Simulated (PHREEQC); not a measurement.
Dissolve 0.12 mol CuSO4, 0.0019 mol HNO3 and 0.0083 mol H3BO3 per kg of water at 25 °C. Closed to the air; pH follows from the charge balance.

Computed with PHREEQC (ion-association model, wateq4f.dat).

Precipitation was switched off in this run.

Problem. What pH does the model give?

Solution. pH 3.26.

Problem. In which forms is Cu present?

Solution. Cu+2 51 %, CuSO4 49 % of the Cu.
